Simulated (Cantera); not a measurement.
Input: 1 mol Al, a varied amount of HCl, 37 mol H₂, equilibrated at 377 °C and 5.25 Torr.

Cantera equilibrium calculation (NASA polynomials, part measured and part estimated; ideal gas, pure solids and liquids). Candidate condensed phases: Al, AlCl₃; 12 gas species. Equilibrium is a limit: real reactors are often held back by kinetics, nucleation or transport.

log p: log10 of the partial pressure in bar; n: condensed amount in mol.

| n(HCl) (mol) | log p H₂ | log p HCl | log p AlCl₃ | log p Al₂Cl₆ | log p AlCl | n Al(s) |
|---|---|---|---|---|---|---|
| 0.52 | -2.16 | -9.48 | -4.50 | -6.66 | -7.66 | 0.827 |
| 0.69 | -2.16 | -9.44 | -4.38 | -6.42 | -7.62 | 0.770 |
| 0.91 | -2.16 | -9.40 | -4.26 | -6.19 | -7.58 | ? |
| 1.2 | -2.16 | -9.36 | -4.15 | -5.96 | -7.54 | ? |
| 1.6 | -2.16 | -9.32 | -4.03 | -5.73 | -7.50 | ? |
| 2.1 | -2.16 | -9.29 | -3.92 | -5.51 | -7.47 | ? |
| 2.7 | -2.16 | -9.26 | -3.82 | -5.31 | -7.43 | ? |
| 3.6 | -2.17 | -3.98 | -3.79 | -5.25 | <-14 | 0 |
| 4.7 | -2.18 | -3.54 | -3.80 | -5.27 | <-14 | 0 |
| 6.2 | -2.20 | -3.28 | -3.81 | -5.30 | <-14 | 0 |
| 8.2 | -2.22 | -3.09 | -3.83 | -5.33 | <-14 | 0 |

### Question
Some entries are withheld; supply them.

### Answer

- 0.91, n Al(s): 0.697
- 1.2, n Al(s): 0.600
- 1.6, n Al(s): 0.467
- 2.1, n Al(s): 0.300
- 2.7, n Al(s): 0.0998
